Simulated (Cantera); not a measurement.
## PbO + CO + H2 (iron carbonyl, mercury and lead vapours)

Feed: 1 mol PbO, 2.7 mol CO, 8.2 mol H2, held at 0.0360 bar.

Method: chemical equilibrium by Gibbs-energy minimisation in Cantera with the NASA 1993 tables (ideal gas, pure condensed phases). Candidate condensed phases: C, C6H6, C7H8, C8H18, H2O, Pb, PbO, PbO2, Pb3O4; 113 gas species. The numbers say what is thermodynamically allowed, not how fast it happens.

```
T (K)  log p H2  log p CO  log p Pb  log p H2O  log p CO2  log p H  log p Pb2  log p PbO  n Pb(l)
-----  --------  --------  --------  ---------  ---------  -------  ---------  ---------  -------
1125      -1.61     -2.09     -3.72      -2.60      -3.12    -8.16      -8.51      -9.56    0.942
1175      -1.62     -2.09     -3.36      -2.59      -3.17    -7.72      -7.90      -8.94    0.867
1225      -1.62     -2.09     -3.03      -2.58      -3.22    -7.32      -7.35      -8.37    0.709
1275      -1.64     -2.10     -2.72      -2.59      -3.27    -6.95      -6.84      -7.85    0.397
1325      -1.65     -2.11     -2.52      -2.59      -3.32    -6.61      -6.53      -7.45        0
1375      -1.65     -2.11     -2.52      -2.59      -3.36    -6.29      -6.61      -7.26        0
1425      -1.65     -2.11     -2.52      -2.58      -3.39    -5.99      -6.69      -7.09        0
1475      -1.65     -2.11     -2.52      -2.58      -3.43    -5.71      -6.77      -6.93        0
```
log p: log10 of the partial pressure in bar; n: condensed amount in mol.

From 1125 K to 1275 K the condensed part is Pb(l). From 1325 K to 1475 K nothing is condensed. The main Pb-bearing gas is Pb throughout.
